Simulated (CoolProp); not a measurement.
A single-stage vapour-compression cycle with the fluid: evaporating at 296.15 K (dew point), condensing at 346.15 K (bubble point), superheat 8 K, subcooling 2 K, compressor efficiency 0.8, no pressure losses. The same conditions are run with several fluids, on thermodynamics alone (safety and materials aside).

Model: reference Helmholtz-energy equation of state of each fluid (R245fa: Akasaka 2015; R1233zd(E): Akasaka 2022; methanol: de Reuck 1993; n-perfluoropentane: Gao 2022; R245ca: Zhou 2016; R22: Kamei 1995), in CoolProp.

**Question.** Rank R245fa, R1233zd(E), methanol, n-perfluoropentane, R245ca, R22 by cooling COP, highest first.

**Answer.** methanol (4.06), R1233zd(E) (3.84), R245ca (3.79), R245fa (3.73), R22 (3.30), n-perfluoropentane (2.97)

```csv
fluid,pressure ratio,discharge temperature (K),refrigerating effect (kJ/kg),volumetric capacity (kJ/m³)
R245fa,4.78,352.4,133,1020
R1233zd(E),4.56,355.8,139,908
methanol,9.18,467.5,1060,209
n-perfluoropentane,4.96,346.1,46.5,443
R245ca,5.11,350.8,145,735
R22,3.22,380.3,125,4970
```

The compression ends wet for: n-perfluoropentane.
